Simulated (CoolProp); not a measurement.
Vapour pressure (MPa) of hydrogen sulfide: the reference equation beside estimates from Tc = 373.1 K, pc = 8.999 MPa, ω = 0.101. Clausius-Clapeyron is anchored at 287.5 K with a constant enthalpy of vaporisation of 14.90 kJ/mol.

The numbers come from the reference Helmholtz-energy equation of state, Lemmon 2006 in CoolProp. It is a short technical equation, of lower accuracy than the large ones.

```json
[
 {"T (K)": "280.2", "reference": "1.263", "Lee-Kesler": "1.265", "Clausius-Clapeyron": "1.308", "van der Waals": "2.558", "Redlich-Kwong": "1.387"},
 {"T (K)": "283.9", "reference": "1.398", "Lee-Kesler": "?", "Clausius-Clapeyron": "1.422", "van der Waals": "2.725", "Redlich-Kwong": "1.533"},
 {"T (K)": "287.5", "reference": "1.539", "Lee-Kesler": "1.541", "Clausius-Clapeyron": "1.539", "van der Waals": "2.894", "Redlich-Kwong": "1.685"},
 {"T (K)": "291.2", "reference": "?", "Lee-Kesler": "?", "Clausius-Clapeyron": "1.666", "van der Waals": "3.074", "Redlich-Kwong": "1.852"},
 {"T (K)": "294.9", "reference": "1.861", "Lee-Kesler": "1.864", "Clausius-Clapeyron": "1.799", "van der Waals": "3.262", "Redlich-Kwong": "2.030"},
 {"T (K)": "298.5", "reference": "2.035", "Lee-Kesler": "2.037", "Clausius-Clapeyron": "1.936", "van der Waals": "3.451", "Redlich-Kwong": "2.214"},
 {"T (K)": "302.2", "reference": "2.225", "Lee-Kesler": "2.227", "Clausius-Clapeyron": "2.084", "van der Waals": "3.652", "Redlich-Kwong": "2.415"},
 {"T (K)": "305.8", "reference": "2.422", "Lee-Kesler": "2.424", "Clausius-Clapeyron": "2.235", "van der Waals": "3.855", "Redlich-Kwong": "2.623"}
]
```

Problem. Fill in the missing entries.

Solution. 
- 283.9, Lee-Kesler: 1.400
- 291.2, reference: 1.695
- 291.2, Lee-Kesler: 1.697

Absolute difference from the reference over all 8 rows, mean and median: Lee-Kesler 0.1 and 0.1 %, Clausius-Clapeyron 3.7 and 3.4 %, van der Waals 79.4 and 78.3 %, Redlich-Kwong 9.1 and 9.2 %.
